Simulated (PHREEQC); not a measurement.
Solution (20 °C): 0.66 mol/kgw MgCl2, 3.5 mol/kgw KCl and 0.18 mol/kgw LiCl. Closed to the air; pH follows from the charge balance.

Model: Pitzer model, pitzer.dat, run in PHREEQC.

Each row changes one thing in this solution. This is a speciation only: nothing precipitates in the calculation.

```tsv
case	pH	SI of Sylvite (KCl)
as made	5.78	+0.02
MgCl2 replaced by SrCl2 at the same molality	6.71	+0.02
MgCl2 left out	6.94	-0.21
0.62 mol/kgw Na2SO4 added	6.01	+0.03
2.8 mol/kgw HBr added	-1.68	+0.32
```

Species that the database lacks are ignored. Some of these states are supersaturated (in Arcanite, Glaserite, Sylvite, for instance).
